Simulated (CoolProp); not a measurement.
A closed Brayton cycle with dry air: compressor inlet 321.15 K and 4.4 MPa, high pressure 8.71 MPa, turbine inlet 795 K, compressor efficiency 0.85, turbine efficiency 0.85, recuperator effectiveness 0.95 (on enthalpy, no pinch check). Each further row changes one setting.

The numbers come from the reference Helmholtz-energy equation of state, Lemmon 2000 in CoolProp. It is a pseudo-pure fit of the blend.

| case | thermal efficiency (%) | net work (kJ/kg) | compressor to turbine work | compressor exit (K) | turbine exit (K) |
|---|---|---|---|---|---|
| as stated | [?] | 41.3 | 0.67 | 403.2 | 683.0 |
| turbine inlet 745 K | 25.3 | [?] | 0.71 | 403.2 | 638.9 |
| compressor inlet 331.15 K | 27.2 | 38.6 | [?] | [?] | 683.0 |
| high pressure 7.4 MPa | 30.0 | 35.0 | [?] | 382.2 | 708.2 |
| recuperator effectiveness 0.5 | 15.0 | 41.3 | 0.67 | 403.2 | 683.0 |

Q: Complete the blanks.

A: 
- as stated, thermal efficiency (%): 29.0
- turbine inlet 745 K, net work (kJ/kg): 33.5
- compressor inlet 331.15 K, compressor to turbine work: 0.69
- compressor inlet 331.15 K, compressor exit (K): 415.6
- high pressure 7.4 MPa, compressor to turbine work: 0.64
